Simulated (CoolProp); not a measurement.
Properties of 1-butene along the isotherm 73.45 °C (Tc = 146.1 °C, pc = 40.06 bar, ω = 0.192).

Values from CoolProp's reference Helmholtz-energy equation of state, Lemmon 2005. It is a short technical equation, of lower accuracy than the large ones.

```csv
p (bar),phase,Z,Joule-Thomson coefficient (K/MPa),fugacity coefficient
0.633,gas,0.9897,16.19,0.9898
1.07,gas,0.9825,16.33,0.9828
1.8,gas,0.9703,16.57,0.9711
3.04,gas,0.9489,17.02,0.9512
5.14,gas,0.9104,17.94,0.9176
8.67,gas,0.8375,20.07,0.8610
14.6,liquid,0.05445,0.07102,0.6014
24.7,liquid,0.09146,0.03009,0.3691
41.7,liquid,0.1527,-0.02672,0.2327
70.3,liquid,0.2534,-0.09912,0.1532
119,liquid,0.4194,-0.1833,0.1076
200,liquid,0.6847,-0.2689,0.08483
```
